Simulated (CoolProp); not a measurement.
Saturation properties of propylene (Tc = 364.2 K, pc = 4.555 MPa, ω = 0.146).

Model: reference Helmholtz-energy equation of state, Lemmon 2013, in CoolProp.

| T (K) | p (MPa) | liquid density (kg/m³) | liquid viscosity (µPa s) |
|---|---|---|---|
| 183.3 | 0.008864 | 660.1 | 336 |
| 204.7 | 0.03518 | 635.2 | [?] |
| 226.1 | 0.1040 | [?] | 194 |
| 247.5 | [?] | 582.0 | 155 |
| 268.9 | 0.5134 | 552.3 | 125 |
| 290.3 | 0.9443 | 519.5 | 102 |
| 311.7 | 1.595 | 481.4 | 83.4 |
| 333.1 | 2.526 | 433.9 | 66.3 |
| 354.6 | 3.822 | 359.7 | 47.8 |

**Question.** What belongs in the gaps?

**Answer.** 
- 204.7, liquid viscosity (µPa s): 251
- 226.1, liquid density (kg/m³): 609.4
- 247.5, p (MPa): 0.2493

It boils at 225.5 K under 1 atm.

Viscosity comes from a separate model (Huber 2003), an estimate that may be off by 10 % or more.
